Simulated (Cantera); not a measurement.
Cantera run, input and output.

```python
import numpy as np
import cantera as ct

gas = ct.Solution("gri30.yaml")
gas.TPX = 1400, 7500, {'CH4': 1, 'N2': 27, 'H2O': 0.22}
inlet = ct.Reservoir(gas, clone=True)

reactor = ct.IdealGasConstPressureReactor(gas, energy="off", clone=False)
exhaust = ct.Reservoir(gas, clone=True)
tau = [12, 3.2, 0.83, 0.22, 0.057, 0.015, 0.0038, 0.001, 0.00026][0]
for a, b in ((inlet, reactor), (reactor, exhaust)):
    ct.MassFlowController(a, b, mdot=lambda t: reactor.mass / tau)
net = ct.ReactorNet([reactor])
show = ['CH4', 'C2H4', 'H2', 'CH2', 'CH3', 'C2H2']

rows = []
print(f"{'tau/s':>10s}{'T/K':>9s}" + "".join(f"{s:>11s}" for s in show))
for tau in [12, 3.2, 0.83, 0.22, 0.057, 0.015, 0.0038, 0.001, 0.00026]:
    net.initial_time = 0.0
    net.advance(30 * tau)
    before = gas.X
    net.advance(40 * tau)
    drift = np.max(np.abs(gas.X - before) / (gas.X + 1e-9))
    rows.append([gas.T, *gas[show].X, drift])
    print(f"{tau:10.3e}{gas.T:9.1f}" + "".join(f"{x:11.3e}" for x in gas[show].X))
```

It prints:

```
     tau/s      T/K        CH4       C2H4         H2        CH2        CH3       C2H2
 1.200e+01   1400.0  2.809e-02  2.090e-04  1.041e-02  1.426e-09  3.349e-05  3.299e-03
 3.200e+00   1400.0  3.250e-02  2.992e-04  3.876e-03  1.891e-09  4.209e-05  1.072e-03
 8.300e-01   1400.0  3.470e-02  1.762e-04  8.074e-04  1.642e-09  4.073e-05  1.356e-04
 2.200e-01   1400.0  3.534e-02  2.369e-05  7.911e-05  5.771e-10  2.415e-05  3.662e-06
 5.700e-02   1400.0  3.542e-02  1.025e-06  7.882e-06  9.143e-11  9.520e-06  3.172e-08
 1.500e-02   1400.0  3.543e-02  2.584e-08  1.564e-06  8.934e-12  2.935e-06  1.834e-10
 3.800e-03   1400.0  3.544e-02  4.407e-10  3.819e-07  6.547e-13  7.625e-07  7.544e-13
 1.000e-03   1400.0  3.544e-02  7.788e-12  9.843e-08  5.681e-14  1.993e-07  3.462e-15
 2.600e-04   1400.0  3.544e-02  1.199e-13  2.387e-08  5.879e-15  5.010e-08  1.380e-17
```

Computed with Cantera and GRI-Mech 3.0 (53 species, 325 reactions). GRI-Mech 3.0 stops at C3 and has no aromatics, soot or wall deposition, so with more carbon than oxygen in the feed, carbon stays in small species such as C2H2 where larger ones or solid carbon would form.
